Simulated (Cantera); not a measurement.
Input (Python, Cantera):

```python
import numpy as np
import cantera as ct

gas = ct.Solution("gri30.yaml")
gas.TPX = 1125, 8600, {'C3H8': 1, 'H2': 2.7, 'H2O': 0.0048}
reactor = ct.IdealGasConstPressureReactor(gas, energy="off", clone=False)
net = ct.ReactorNet([reactor])
net.rtol, net.atol = 1e-08, 1e-18
show = ['C3H8', 'H2', 'C2H4', 'CH4', 'C2H2', 'C2H6', 'CH3']
times = np.geomspace(8e-06, 300, 11)

steps = ct.SolutionArray(gas, extra=["t"])
rows = []
print(f"{'t/s':>10s}{'T/K':>9s}{'P/Pa':>11s}" + "".join(f"{s:>11s}" for s in show))
for t in times:
    while net.time < t:
        t_next = net.step()
        steps.append(gas.state, t=t_next)
    rows.append([np.interp(t, steps.t, y) for y in (steps.T, steps.P, *steps(*show).X.T)])
    print(f"{t:10.3e}{rows[-1][0]:9.1f}{rows[-1][1]:11.4g}" + "".join(f"{x:11.3e}" for x in rows[-1][2:]))
rate = np.gradient(steps.T, steps.t)
print("integrator steps:", len(steps.t))
if steps.T.max() > steps.T[0] + 200:
    print(f"time of steepest temperature rise: {steps.t[rate.argmax()]:.4e} s")
gas.TPX = 1125, 8600, {'C3H8': 1, 'H2': 2.7, 'H2O': 0.0048}
gas.equilibrate("TP")
print(f"equilibrium (TP): T = {gas.T:.1f} K  " + "  ".join(f"{s} {gas[s].X[0]:.3e}" for s in show))
```

Result:

```
       t/s      T/K       P/Pa       C3H8         H2       C2H4        CH4       C2H2       C2H6        CH3
 8.000e-06   1125.0       8600  2.699e-01  7.288e-01  7.916e-08  5.573e-08  1.323e-16  1.432e-08  7.932e-07
 4.576e-05   1125.0       8600  2.699e-01  7.288e-01  3.709e-06  2.050e-06  1.456e-13  3.970e-07  5.414e-06
 2.618e-04   1125.0       8600  2.697e-01  7.287e-01  1.205e-04  9.084e-05  2.580e-10  6.665e-06  4.223e-05
 1.497e-03   1125.0       8600  2.662e-01  7.267e-01  2.884e-03  2.668e-03  1.861e-07  9.985e-05  1.621e-04
 8.565e-03   1125.0       8600  2.383e-01  7.112e-01  2.464e-02  2.344e-02  1.496e-05  8.920e-04  1.680e-04
 4.899e-02   1125.0       8600  1.266e-01  6.491e-01  1.117e-01  1.073e-01  4.457e-04  3.538e-03  1.192e-04
 2.802e-01   1125.0       8600  5.637e-03  5.818e-01  2.007e-01  2.012e-01  5.242e-03  4.318e-03  2.173e-05
 1.603e+00   1125.0       8600  3.171e-05  5.809e-01  1.938e-01  2.063e-01  1.414e-02  3.789e-03  6.073e-06
 9.169e+00   1125.0       8600  1.247e-05  5.866e-01  1.630e-01  2.084e-01  3.789e-02  3.173e-03  5.630e-06
 5.245e+01   1125.0       8600  9.006e-06  5.801e-01  1.272e-01  2.289e-01  6.037e-02  2.437e-03  5.231e-06
 3.000e+02   1125.0       8600  7.146e-06  5.318e-01  1.068e-01  3.022e-01  5.627e-02  1.886e-03  4.988e-06
integrator steps: 1163
equilibrium (TP): T = 1125.0 K  C3H8 1.190e-06  H2 3.458e-01  C2H4 3.922e-02  CH4 5.820e-01  C2H2 3.138e-02  C2H6 4.611e-04  CH3 2.794e-06
```

Computed with Cantera and GRI-Mech 3.0 (53 species, 325 reactions). GRI-Mech 3.0 was tuned for natural gas; its chemistry of propane as a main component is partial and can be far from experiment. GRI-Mech 3.0 stops at C3 and has no aromatics, soot or wall deposition, so with more carbon than oxygen in the feed, carbon stays in small species such as C2H2 where larger ones or solid carbon would form.
